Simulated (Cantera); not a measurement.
An isothermal, constant-pressure homogeneous reactor starts with N2O = 1 (molar parts), at 1023 K and 1.40 bar.

Cantera simulation using GRI-Mech 3.0 (53 species, 325 reactions); the numbers are that mechanism's predictions, not measurements. GRI-Mech 3.0 was tuned for natural gas; its chemistry of N2O as a main component is partial and can be far from experiment. The mechanism lacks the step 2 NO + O2 → 2 NO2, which can matter for NO2 below about 1400 K. The temperature is held fixed by assumption; the heat of reaction is taken as removed at once.

**Question.** Predict: x(N2O) at 6.00 s; x(NO) at 6.00 s; x(NO2) at 6.00 s; x(N2) at 6.00 s; x(O2) at 6.00 s; x(O) at 6.00 s.

**Answer.** x(N2O) at 6.00 s: 0.878 (gas-phase equilibrium 4.08e-9)
x(NO) at 6.00 s: 0.00355 (gas-phase equilibrium 4.67e-5)
x(NO2) at 6.00 s: 7.75e-5 (gas-phase equilibrium 3.19e-6)
x(N2) at 6.00 s: 0.0796 (gas-phase equilibrium 0.667)
x(O2) at 6.00 s: 0.0389 (gas-phase equilibrium 0.333)
x(O) at 6.00 s: 5.77e-8 (gas-phase equilibrium 1.53e-10)
